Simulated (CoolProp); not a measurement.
Model: reference Helmholtz-energy equation of state, Zhou 2011, in CoolProp.

Problem. For dimethyl carbonate, give the phase and the Z, isothermal compressibility (1/MPa) at 311.95 °C and 66.9 bar; 311.95 °C and 134 bar; 311.95 °C and 156 bar.

Solution. 
- 311.95 °C and 66.9 bar: supercritical; Z 0.388, isothermal compressibility 0.451
- 311.95 °C and 134 bar: supercritical; Z 0.408, isothermal compressibility 0.0226
- 311.95 °C and 156 bar: supercritical; Z 0.455, isothermal compressibility 0.0165
